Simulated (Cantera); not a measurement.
A freely propagating, adiabatic, planar premixed flame of 36.7 % H2, 12.2 % O2, 50.2 % N2, 0.880 % H2O, equivalence ratio 1.5, unburnt at 550 K and 2.30 bar; mixture-averaged transport, grid criteria slope 0.08 and curve 0.16, no radiation.

Detailed kinetics in Cantera: the H2/O2 subset of GRI-Mech 3.0, which has no nitrogen chemistry. The hydrogen kinetics of GRI-Mech 3.0 are dated; newer H2 mechanisms differ, most at raised pressure. Burning velocities carry a grid error of a few per cent, more on coarse grids.

x: mole fraction of selected species; z is measured from the peak of heat release.

| z (mm) | T (K) | u (m/s) | x H2 | x O2 | x HO2 | x H2O2 | x H2O | x OH |
|---|---|---|---|---|---|---|---|---|
| -0.441 | 550 | 7.36 | 0.367 | 0.122 | <1e-8 | <1e-8 | 0.00880 | <1e-8 |
| -0.294 | 550 | 7.36 | 0.367 | 0.122 | <1e-8 | <1e-8 | 0.00880 | <1e-8 |
| -0.221 | 550 | 7.36 | 0.367 | 0.122 | [?] | <1e-8 | 0.00880 | <1e-8 |
| -0.147 | 550 | 7.36 | 0.367 | 0.122 | 6.63e-7 | <1e-8 | 0.00880 | <1e-8 |
| -0.0735 | 578 | 7.67 | 0.360 | 0.123 | 0.000372 | 8.52e-6 | 0.00994 | 6.06e-5 |
| -0.0368 | 843 | 10.9 | 0.323 | 0.116 | 0.000385 | 3.86e-5 | 0.0331 | 0.00100 |
| 0 | 1279 | 16.0 | 0.235 | 0.0810 | 0.000160 | 8.58e-6 | 0.111 | 0.00282 |
| 0.0368 | 1584 | 19.6 | 0.152 | 0.0316 | 5.71e-5 | 2.95e-6 | 0.203 | 0.00643 |
| 0.0735 | 1732 | 21.3 | 0.123 | 0.0111 | 1.91e-5 | 1.78e-6 | 0.242 | 0.00842 |
| 0.147 | 1872 | 22.8 | 0.118 | 0.00385 | 6.39e-6 | 9.98e-7 | 0.258 | 0.00950 |
| 0.294 | 2006 | 24.2 | 0.122 | 0.00223 | 3.55e-6 | 5.34e-7 | 0.265 | 0.00918 |
| 0.588 | 2126 | 25.4 | 0.126 | 0.00122 | 1.93e-6 | 2.87e-7 | 0.272 | 0.00781 |
| 1.18 | 2218 | 26.3 | 0.130 | [?] | [?] | [?] | 0.278 | [?] |

**Question.** Fill in the missing entries.

**Answer.** 
- -0.221, x HO2: 1.08e-8
- 1.18, x O2: 0.000577
- 1.18, x HO2: 9.43e-7
- 1.18, x H2O2: 1.59e-7
- 1.18, x OH: 0.00590
